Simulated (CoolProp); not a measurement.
A single-stage vapour-compression cycle with R245ca: evaporating at 282.15 K (dew point), condensing at 346.15 K (bubble point), superheat 0 K, subcooling 8 K, compressor efficiency 0.9, no pressure losses. Each further row changes one setting.

The numbers come from the reference Helmholtz-energy equation of state, Zhou 2016 in CoolProp.

```csv
case,cooling COP,pressure ratio,discharge temperature (K),refrigerating effect (kJ/kg),volumetric capacity (kJ/m³)
as stated,3.08,9.18,346.2,135,408
evaporating temperature 287.15 K,3.50,7.39,346.2,139,515
condensing temperature 341.15 K,3.47,7.99,341.2,142,430
subcooling 13 K,3.25,9.18,346.2,142,430
superheat 10 K,3.14,9.18,348.7,144,418
compressor efficiency 0.8,2.74,9.18,346.2,135,408
```

The compression ends wet for: as stated; evaporating temperature 287.15 K; condensing temperature 341.15 K; subcooling 13 K; compressor efficiency 0.8.
